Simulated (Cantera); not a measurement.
Feed: 1 mol Si2Cl6, 0.79 mol HCl, 300 mol H2, equilibrated at 1673.15 K and 278 Torr.

Equilibrium computed with Cantera from the NASA thermochemical tables; the gas is ideal and each condensed phase is pure. Candidate condensed phases: Si; 19 gas species. The feed counts by its element totals alone. The tables' values for SiCl3 are old estimates; treat these amounts as uncertain. Gases not in the tables: Si2H6 and higher silanes. The numbers say what is thermodynamically allowed, not how fast it happens.

Problem. What is the equilibrium state?

Solution. 
- x(H2): 0.979
- x(HCl): 0.0195
- x(SiCl2): 0.00140
- x(H): 0.000186
- x(SiCl3): 1.54e-5
- x(SiH2): 1.08e-5
- x(SiH2Cl2): 4.98e-6
- x(SiHCl3): 3.20e-6
- x(Cl): 2.88e-6
- n(Si(s)): 1.56 mol
- gas amount: 303.8 mol
